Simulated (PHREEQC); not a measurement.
Solution (20 °C): 0.3 mol/kgw HF, 0.079 mol/kgw H2SiF6, 0.049 mol/kgw H3BO3 and 0.0073 mol/kgw HNO3. Closed to the air; pH follows from the charge balance.

Model: ion-association model, wateq4f.dat, run in PHREEQC.

This is a speciation only: nothing precipitates in the calculation.

Problem. Order these F species by the share of F that they hold, largest first: H2F2, BF4-, SiF6-2, HF.

Solution. SiF6-2 (61 %), BF4- (25 %), HF (9.1 %), H2F2 (4.3 %)

The pH is 0.77 and the ionic strength 0.294 mol/kgw. Species that the database lacks are ignored. SiF6-2 is the database's only silicon fluoride. Real BF4- forms and hydrolyses slowly; the run takes it at equilibrium.
